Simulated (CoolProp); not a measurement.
Vapour-liquid equilibrium of isopentane (1) + toluene (2) at 134.45 °C; x and y are mole fractions of (1).

The numbers come from the multi-fluid Helmholtz-energy mixture model, Lemmon 2006 and Lemmon 2006; pair parameters Bell 2016 in CoolProp.

```tsv
x	bubble pressure, mixture model (kPa)	bubble pressure, Raoult's law (kPa)	y, mixture model	y, Raoult's law
0.05	___	252.2	0.282	0.282
0.2	465.5	437.2	___	0.651
0.35	664.1	622.1	0.777	0.801
0.5	844.6	807.1	0.849	0.882
0.65	___	992.1	___	0.933
0.8	1174	1177	___	0.968
0.95	___	1362	0.983	0.993
```

Task: Fill in the missing entries.

Result: 
- 0.05, bubble pressure, mixture model (kPa): 258.2
- 0.2, y, mixture model: 0.640
- 0.65, bubble pressure, mixture model (kPa): 1010
- 0.65, y, mixture model: 0.898
- 0.8, y, mixture model: 0.939
- 0.95, bubble pressure, mixture model (kPa): 1355

The largest gap from Raoult's law is +6.8 % in bubble pressure, at x = 0.35. No azeotrope shows between x = 0.05 and 0.95.

The pair parameters rest on a limited set of measurements; away from them the model extrapolates. The gap from Raoult's law changes sign with composition, which may be real or a fault of the pair parameters; it wasn't checked against measurements.
